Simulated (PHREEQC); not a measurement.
1 kg of water holding 0.064 mol/kgw KOH meets 20 L of dry gas (N2 1 by moles) at fixed total pressure, at 25 °C; fugacities by Peng-Robinson. The gases take part in no redox reaction, some water evaporates into the gas, and hydrates or a liquid gas phase aren't modelled. Precipitation was switched off in this run.

The numbers come from PHREEQC with the ion-association model, phreeqc.dat.

Predict dissolved N2 (mol/kgw) at P (atm) = 30, 200.


```csv
P (atm),dissolved N2 (mol/kgw)
30,0.0188
200,0.101
```

Species that the database lacks are ignored.
